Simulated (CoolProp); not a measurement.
CF4 (R14) at several states: Z from the reference equation and from simpler models built on Tc = 227.4 K, pc = 3762 kPa, ω = 0.178; each cubic takes its own stable root.

Model: reference Helmholtz-energy equation of state, Platzer 1990, in CoolProp. This equation is an older, rougher fit; its heat capacities, sound speeds and derivatives of the liquid may be far off and weren't checked against measurements.

```csv
T (K),p (kPa),phase,reference,van der Waals,Redlich-Kwong,Soave-Redlich-Kwong
443.2,224,gas,0.9991,0.9972,0.9979,0.9994
318.8,15200,supercritical,0.7811,0.7600,0.7553,0.8274
238.4,4620,supercritical,0.4485,0.3971,0.4344,0.4688
225.5,647,gas,0.9375,0.9454,0.9375,0.9373
```
